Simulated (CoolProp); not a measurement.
Model: reference Helmholtz-energy equation of state, Thol 2015, in CoolProp.

Q: For 1,2-dichloroethane, give the phase and the Z, cp (kJ/(kg K)), speed of sound (m/s), isothermal compressibility (1/MPa) at 500 K and 26.1 MPa.

A: 
- 500 K and 26.1 MPa: liquid; Z 0.633, cp 1.47, speed of sound 694, isothermal compressibility 0.00302
